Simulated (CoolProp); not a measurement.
Vapour pressure (MPa) of R141b: the reference equation beside estimates from Tc = 477.5 K, pc = 4.212 MPa, ω = 0.220. Clausius-Clapeyron is anchored at 330.4 K with a constant enthalpy of vaporisation of 24.56 kJ/mol.

The numbers come from the reference Helmholtz-energy equation of state, Lemmon 2006 in CoolProp. It is a short technical equation, of lower accuracy than the large ones.

```tsv
T (K)	reference	Lee-Kesler	Clausius-Clapeyron	van der Waals	Redlich-Kwong	Soave-Redlich-Kwong	Peng-Robinson
330.4	0.2273	0.2272	0.2273	0.7956	0.3337	0.2271	0.2267
340	0.2984	0.2986	0.2926	0.9205	0.4246	0.2984	0.2969
349.7	0.3861	0.3867	0.3724	1.059	0.5332	0.3867	0.3838
359.4	0.4920	0.4929	0.4677	1.210	0.6602	0.4935	0.4888
369	0.6167	0.6179	0.5792	1.373	0.8055	0.6196	0.6128
378.7	0.7651	0.7666	0.7110	1.551	0.9735	0.7700	0.7608
388.4	0.9384	0.9399	0.8640	1.743	1.164	0.9459	0.9341
398	1.137	1.138	1.038	1.947	1.377	1.148	1.133
407.7	1.367	1.368	1.238	2.167	1.617	1.382	1.365
417.4	1.629	1.630	1.465	2.403	1.884	1.649	1.630
427.1	1.927	1.928	1.721	2.654	2.180	1.953	1.931
436.7	2.260	2.261	2.004	2.917	2.501	2.291	2.269
```

Absolute difference from the reference over all 12 rows, mean and median: Lee-Kesler 0.1 and 0.1 %, Clausius-Clapeyron 6.8 and 7.5 %, van der Waals 111.2 and 94.2 %, Redlich-Kwong 26.8 and 25.6 %, Soave-Redlich-Kwong 0.7 and 0.7 %, Peng-Robinson 0.4 and 0.4 %.
